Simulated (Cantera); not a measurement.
A closed system holds: 1 mol Al, 1.8 mol I₂, 0.28 mol N₂, 0.0029 mol O₂, held at 1.60 Pa.

Equilibrium computed with Cantera from the NASA thermochemical tables; the gas is ideal and each condensed phase is pure. Candidate condensed phases: Al, AlI₃, AlN, Al₂O₃, I₂; 21 gas species. Mutual solubility and eutectic melting of coexisting phases are not modelled. The numbers say what is thermodynamically allowed, not how fast it happens.

Question: Which condensed phases are stable at each of these points (T (K)): 598, 673, 748, 823, 898, 973, 1048, 1123, 1198?

Answer: 
| T (K) | condensed phases | Al condensed (%) |
|---|---|---|
| 598 | AlN(s) + Al₂O₃(s) | 4.6 |
| 673 | Al₂O₃(s) | 0.4 |
| 748 | AlN(s) + Al₂O₃(s) | 1.8 |
| 823 | AlN(s) + Al₂O₃(s) | 15.1 |
| 898 | AlN(s) + Al₂O₃(s) | 38.3 |
| 973 | AlN(s) + Al₂O₃(s) | 54.3 |
| 1048 | AlN(s) + Al₂O₃(s) | 56.3 |
| 1123 | AlN(s) + Al₂O₃(s) | 56.4 |
| 1198 | AlN(s) + Al₂O₃(s) | 56.1 |

At 598 K the condensed part is AlN(s) + Al₂O₃(s). At 673 K the condensed part is Al₂O₃(s). From 748 K to 1198 K the condensed part is AlN(s) + Al₂O₃(s).
